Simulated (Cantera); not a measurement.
Feed: 1 mol MgO, 0.89 mol H2S, 0.92 mol H2O, equilibrated at 725 °C and 0.100 bar.

Cantera equilibrium calculation (NASA polynomials, part measured and part estimated; ideal gas, pure solids and liquids). Gases not in the tables: S3 to S7. Kinetics and transport are ignored.

```
species        before    after
-----------  --------  -------
H2O             0.493    0.507
H2S             0.421    0.488
H2             0.0573  0.00293
S2             0.0281  0.00141
SH            3.23e-5  3.41e-8
S2O           4.16e-5  1.73e-6
SO2          0.000343  3.47e-5
MgO(s), mol      1.00     1.00
```
Gas species are given as mole fractions.

Question: What was changed between the two runs?
A) temperature from 725 °C to 852 °C
B) temperature from 725 °C to 425 °C
C) temperature from 725 °C to 1375 °C
D) H2S from 0.89 to 0.16 mol

Answer: B, temperature from 725 °C to 425 °C
